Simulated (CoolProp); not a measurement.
A single-stage vapour-compression cycle with trans-2-butene: evaporating at 243.15 K (dew point), condensing at 281.15 K (bubble point), superheat 8 K, subcooling 8 K, compressor efficiency 0.9, no pressure losses. Each further row changes one setting.

Computed with CoolProp (reference Helmholtz-energy equation of state, Lemmon 2005). It is a short technical equation, of lower accuracy than the large ones.

| case | cooling COP | pressure ratio | discharge temperature (K) | refrigerating effect (kJ/kg) | volumetric capacity (kJ/m³) |
|---|---|---|---|---|---|
| as stated | 5.33 | 5.04 | 301.8 | 379 | 271 |
| evaporating temperature 248.15 K | 6.37 | 3.94 | 299.4 | 385 | 346 |
| condensing temperature 276.15 K | 6.24 | 4.19 | 295.8 | 390 | 278 |
| subcooling 13 K | 5.49 | 5.04 | 301.8 | 390 | 278 |
| superheat 18 K | 5.32 | 5.04 | 312.3 | 393 | 269 |
| compressor efficiency 0.8 | 4.74 | 5.04 | 307.2 | 379 | 271 |
